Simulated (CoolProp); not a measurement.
Vapour-liquid equilibrium of R22 (1) + R123 (2) at 64.1 kPa; x and y are mole fractions of (1).

Model: multi-fluid Helmholtz-energy mixture model, Kamei 1995 and Younglove 1994; pair parameters Bell 2016, in CoolProp.

```
x     bubble temperature, mixture model (°C)  bubble temperature, Raoult's law (°C)  y, mixture model  y, Raoult's law
----  --------------------------------------  -------------------------------------  ----------------  ---------------
0.05                                     ___                                    3.5               ___            0.434
0.15                                   -11.8                                  -12.4             0.749            0.762
0.25                                   -22.5                                  -22.3             0.875            0.876
0.35                                   -29.8                                  -29.1               ___            0.928
0.45                                     ___                                  -34.3             0.956            0.956
0.55                                   -39.2                                  -38.4             0.972            0.972
0.65                                     ___                                  -41.8               ___            0.983
0.75                                   -44.9                                  -44.6               ___            0.990
0.85                                   -47.1                                  -47.0             0.994            0.995
0.95                                   -49.2                                  -49.2               ___            0.999
```

Q: What belongs in the gaps?

A: 
- 0.05, bubble temperature, mixture model (°C): 4.6
- 0.05, y, mixture model: 0.398
- 0.35, y, mixture model: 0.929
- 0.45, bubble temperature, mixture model (°C): -35.2
- 0.65, bubble temperature, mixture model (°C): -42.3
- 0.65, y, mixture model: 0.982
- 0.75, y, mixture model: 0.989
- 0.95, y, mixture model: 0.998

The largest gap from Raoult's law is +1.1 K in bubble temperature, at x = 0.05. No azeotrope shows between x = 0.05 and 0.95.

Pair parameters are fitted to limited data, so mixtures are less certain than the pure fluids. The gap from Raoult's law changes sign with composition, which may be real or a fault of the pair parameters; it wasn't checked against measurements.
